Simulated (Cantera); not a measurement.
A perfectly stirred reactor is fed with NO : N2 = 1 : 11 (molar parts), at 0.0263 atm; it is held at 2123 K, and followed from long to short residence time.

Cantera simulation using GRI-Mech 3.0 (53 species, 325 reactions); the numbers are that mechanism's predictions, not measurements. Radical loss at walls, strong at low pressure, is not modelled.

```
quantity                before    after
---------------------  -------  -------
x(NO) at τ = 0.580 s    0.0801   0.0589
x(O2) at τ = 0.580 s   0.00140   0.0120
x(N2) at τ = 0.580 s     0.918    0.929
x(N2O) at τ = 0.580 s  2.93e-6  1.76e-6
x(NO2) at τ = 0.580 s  1.60e-6  1.28e-5
x(NO) at τ = 7.10 ms    0.0833   0.0832
x(O2) at τ = 7.10 ms   2.22e-7  5.25e-5
x(N2) at τ = 7.10 ms     0.917    0.917
x(N2O) at τ = 7.10 ms  1.76e-6  3.29e-6
x(NO2) at τ = 7.10 ms  1.94e-8  3.69e-6
```

Question: Which change was made?
A. pressure from 0.0263 atm to 0.987 atm
B. N2 11 to 1.5 parts
C. pressure from 0.0263 atm to 0.375 atm
D. temperature 2123 to 2200 K

Answer: C, pressure from 0.0263 atm to 0.375 atm
